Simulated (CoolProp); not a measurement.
The fluoroketone C6F12O (FK-5-1-12) along the isotherm 351 K: density (kg/m³) from the reference equation and from simpler models built on Tc = 441.8 K, pc = 18.69 bar, ω = 0.471; each cubic takes its own stable root.

The numbers come from the reference Helmholtz-energy equation of state, McLinden 2015 in CoolProp.

| p (bar) | phase | reference |
|---|---|---|
| 0.591 | gas | 6.573 |
| 1.12 | gas | 12.78 |
| 2.12 | gas | 25.54 |
| 4.03 | liquid | 1429 |
| 7.63 | liquid | 1432 |
| 14.5 | liquid | 1439 |
| 27.4 | liquid | 1451 |
| 52 | liquid | 1471 |
| 98.6 | liquid | 1503 |
| 187 | liquid | 1549 |

Question: How far does each simpler model (Redlich-Kwong, Soave-Redlich-Kwong) lie from the reference over these 10 states: mean and median of the absolute difference, and the worst?

Answer: 
- Redlich-Kwong: mean 17.6 %, median 10.9 %, worst -96.4 % at 351 K and 4.03 bar
- Soave-Redlich-Kwong: mean 5.7 %, median 6.7 %, worst -9.8 % at 351 K and 4.03 bar

At some of these states Redlich-Kwong gives the other phase, because its saturation line lies elsewhere.
